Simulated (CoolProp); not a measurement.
Vapour-liquid equilibrium of R143a (1) + propane (2) at 1070 kPa; x and y are mole fractions of (1).

Computed with CoolProp (multi-fluid Helmholtz-energy mixture model, Lemmon and Jacobsen 2000 and Lemmon 2009; pair parameters Bell 2016).

Task: Give the bubble temperature and the first vapour's composition at x = 0.35, 0.55, 0.85. Is there an azeotrope?

Result: x = 0.35: 14.5 °C, y = 0.461; x = 0.55: 13.0 °C, y = 0.574; x = 0.85: 14.8 °C, y = 0.795. y crosses x between x = 0.55 and 0.65: the model has an azeotrope there.

The pair parameters rest on a limited set of measurements; away from them the model extrapolates.
